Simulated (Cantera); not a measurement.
## Reactions in the system H-N-Nb-O

Source: NASA polynomial tables (part measured, part estimated), evaluated in Cantera. Values are per mole of reaction as written; species without (g) are pure solids or liquids, kept so even where they would boil at 1 bar.

NO2(g) + Nb + 3 H(g) → NbO2(g) + NH3(g)

| T (K) | ΔH° (kJ) | ΔS° (J/K) | ΔG° (kJ) | log10 K |
|---|---|---|---|---|
| 300 | -934.2 | -155.4 | -887.6 | 154.54 |
| 1973 | -986.1 | -220.1 | -551.9 | 14.61 |
| 2023 | -987.3 | -220.7 | -540.9 | 13.97 |
| 2073 | -988.5 | -221.3 | -529.8 | 13.35 |
| 2123 | -989.7 | -221.9 | -518.8 | 12.76 |
| 2173 | -991.0 | -222.4 | -507.6 | 12.20 |
| 2223 | -992.2 | -223.0 | -496.5 | 11.67 |
| 2273 | -993.5 | -223.5 | -485.3 | 11.15 |
| 2323 | -994.7 | -224.1 | -474.2 | 10.66 |
| 2373 | -996.0 | -224.6 | -462.9 | 10.19 |
| 2423 | -997.3 | -225.2 | -451.7 | 9.74 |
| 2473 | -998.6 | -225.7 | -440.4 | 9.30 |

3 H2(g) + 2 NO(g) + Nb → 2 NH3(g) + NbO2

```tsv
T (K)	ΔH° (kJ)	ΔS° (J/K)	ΔG° (kJ)	log10 K	condensed phases
300	-1069.5	-410.2	-946.4	164.78	Nb(s), NbO2(s)
1973	-1058.0	-416.6	-236.1	6.25	Nb(s), NbO2(s)
2023	-1057.1	-416.1	-215.3	5.56	Nb(s), NbO2(s)
2073	-1056.2	-415.7	-194.5	4.90	Nb(s), NbO2(s)
2123	-1055.3	-415.3	-173.7	4.27	Nb(s), NbO2(s)
2173	-1054.5	-414.9	-153.0	3.68	Nb(s), NbO2(s)
2223	-961.0	-371.9	-134.3	3.16	Nb(s), NbO2(l)
2273	-959.6	-371.3	-115.7	2.66	Nb(s), NbO2(l)
2323	-958.2	-370.7	-97.1	2.18	Nb(s), NbO2(l)
2373	-956.8	-370.1	-78.6	1.73	Nb(s), NbO2(l)
2423	-955.5	-369.5	-60.1	1.30	Nb(s), NbO2(l)
2473	-954.1	-369.0	-41.7	0.88	Nb(s), NbO2(l)
```
